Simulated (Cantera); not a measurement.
Hydrogen reduction and annealing atmospheres: FeS + H2 + H2O

A closed system holds: 1 mol FeS, 2.9 mol H2, 2.4 mol H2O, at 2223 K and 0.133 bar.

Equilibrium computed with Cantera from the NASA thermochemical tables; the gas is ideal and each condensed phase is pure. Candidate condensed phases: Fe, FeO, Fe(OH)2, Fe(OH)3, FeS, FeSO4, FeS2, Fe2O3, Fe2(SO4)3, Fe3O4, H2O, H2SO4, S; 22 gas species. Each liquid is taken as pure. Mutual solubility and eutectic melting of coexisting phases are not modelled. The tables' stoichiometric FeO is somewhat more stable than real wüstite, so its field is too wide. FeO: taken at fixed stoichiometry. Equilibrium is a limit: real reactors are often held back by kinetics, nucleation or transport.

```yaml
x(H2): 0.569
x(H2O): 0.274
x(S2): 0.0475
x(Fe): 0.0256
x(SH): 0.0183
x(SO): 0.0169
x(H2S): 0.0155
x(H): 0.0132
x(SO2): 0.0117
n(Fe(l)): 0.358 mol
n(FeO(l)): 0.483 mol
gas_amount: 6.062 mol
log10 activity of S(l) (absent): -2.78
```
